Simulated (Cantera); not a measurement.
Charge: 1 mol SiCl4, 0.74 mol HCl, 18 mol H2, at 500 K and 1 atm.

Equilibrium computed with Cantera from the NASA thermochemical tables; the gas is ideal and each condensed phase is pure. Candidate condensed phases: Si; 19 gas species. Equilibrium is a limit: real reactors are often held back by kinetics, nucleation or transport.

Base state: H2 0.912, SiCl4 0.0507, HCl 0.0375 (mole fractions); condensed: gas only.

### Question
What changes in the equilibrium state with this change: temperature from 500 K to 1375 K?

### Answer
| species | before | after |
|---|---|---|
| H2 | 0.912 | 0.867 |
| HCl | 0.0375 | 0.0834 |
| SiCl4 | 0.0507 | 0.0173 |
| SiCl2 | <1e-9 | 0.0129 |
| SiHCl3 | 1.96e-6 | 0.0115 |
| SiCl3 | <1e-9 | 0.00697 |
| SiH2Cl2 | <1e-9 | 0.00113 |
| SiH3Cl | <1e-9 | 3.17e-5 |
The tables' values for SiCl3 are old estimates; treat these amounts as uncertain.

### Question
What changes in the equilibrium state with this change: temperature from 500 K to 1148.15 K?

### Answer
```json
[
 {"species": "H2", "before": "0.912", "after": "0.897"},
 {"species": "HCl", "before": "0.0375", "after": "0.0529"},
 {"species": "SiCl4", "before": "0.0507", "after": "0.0362"},
 {"species": "SiHCl3", "before": "1.96e-6", "after": "0.0123"},
 {"species": "SiCl3", "before": "<1e-9", "after": "0.00118"},
 {"species": "SiH2Cl2", "before": "<1e-9", "after": "0.000526"},
 {"species": "SiCl2", "before": "<1e-9", "after": "0.000422"}
]
```
The tables' values for SiCl3 are old estimates; treat these amounts as uncertain.

### Question
What changes in the equilibrium state with this change: SiCl4 replaced by Si?

### Answer
| species | before | after |
|---|---|---|
| H2 | 0.912 | 0.988 |
| SiHCl3 | 1.96e-6 | 0.00711 |
| SiCl4 | 0.0507 | 0.00446 |
| HCl | 0.0375 | 9.87e-7 |
| SiH2Cl2 | <1e-9 | 0.000389 |
| Si(s), mol | 0 | 0.778 |
